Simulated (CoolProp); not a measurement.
The numbers come from the reference Helmholtz-energy equation of state, Lemmon 2006 in CoolProp. It is a short technical equation, of lower accuracy than the large ones.

Give the vapour pressure (MPa), liquid density (kg/m³), vapour density (kg/m³), enthalpy of vaporisation (kJ/kg) of saturated neopentane at 314.9, 319.3, 368.5 K.


```
T (K)  p (MPa)  liquid density (kg/m³)  vapour density (kg/m³)  enthalpy of vaporisation (kJ/kg)
-----  -------  ----------------------  ----------------------  --------------------------------
314.9    0.284                     565                    8.60                               289
319.3    0.321                     560                    9.68                               285
368.5     1.02                     492                    31.0                               230
```
